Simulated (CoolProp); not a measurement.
Saturation properties of n-octane.

The numbers come from the reference Helmholtz-energy equation of state, Beckmüller 2019 in CoolProp.

```tsv
T (K)	p (bar)	vapour density (kg/m³)	enthalpy of vaporisation (kJ/kg)	liquid viscosity (µPa s)	vapour viscosity (µPa s)	liquid conductivity (mW/(m K))
323.4	0.06796	0.2910	348.6	386	6.19	117
325.9	0.07620	0.3240	347.2	376	6.23	?
328.5	0.08563	0.3616	345.6	367	6.28	115
331	0.09560	0.4009	344.2	358	6.32	115
333.6	0.1070	0.4455	342.6	349	6.37	114
336.1	0.1189	0.4921	341.1	340	6.42	113
338.7	?	0.5447	339.6	332	6.46	113
341.2	0.1468	0.5995	338.1	324	6.51	112
343.8	0.1629	0.6612	336.5	317	6.55	?
346.3	0.1798	0.7252	335.0	310	6.60	110
348.9	0.1988	0.7971	333.5	302	6.65	110
351.4	0.2187	0.8715	332.0	296	?	109
354	0.2410	0.9546	330.4	289	6.74	108
```

### Question
What belongs in the gaps?

### Answer

- 325.9, liquid conductivity (mW/(m K)): 116
- 338.7, p (bar): 0.1325
- 343.8, liquid conductivity (mW/(m K)): 111
- 351.4, vapour viscosity (µPa s): 6.69

It boils at 398.8 K under 1 atm.

Viscosity comes from a separate model (Huber 2004). Thermal conductivity comes from a separate model (Huber 2005).
